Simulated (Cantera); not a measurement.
# Ignition delay

Mixture: 10.5 % CO, 0.419 % H2, 2.72 % CH4, 18.1 % O2, 68.3 % N2, at 11.0 bar, adiabatic and at constant volume. Ignition delay is the time to a rise of 400 K.

Detailed kinetics in Cantera: GRI-Mech 3.0 (53 species, 325 reactions).

| T0 (K) | delay (ms) |
|---|---|
| 1100 | 2.88 |
| 1150 | 1.37 |
| 1200 | 0.728 |
| 1250 | 0.421 |
| 1300 | 0.257 |
| 1350 | 0.163 |
| 1400 | 0.107 |
| 1450 | 0.0716 |

| Item | Value |
|---|---|
| apparent activation energy between 1350 and 1450 K | 130 kJ/mol |
